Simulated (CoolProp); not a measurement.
Ethylene at 260.18 K and 0.239 MPa is throttled through a valve to 0.0438 MPa with no heat exchange. Each further row changes one setting.

Values from CoolProp's reference Helmholtz-energy equation of state, Smukala 2000.

```tsv
case	temperature change (K)	final density (kg/m³)
as stated	___	___
outlet pressure 0.0131 MPa	-3.3	___
outlet pressure 0.0569 MPa	___	___
```

### Question
Fill in the missing entries.

### Answer

- as stated, temperature change (K): -2.8
- as stated, final density (kg/m³): 0.577
- outlet pressure 0.0131 MPa, final density (kg/m³): 0.172
- outlet pressure 0.0569 MPa, temperature change (K): -2.6
- outlet pressure 0.0569 MPa, final density (kg/m³): 0.749
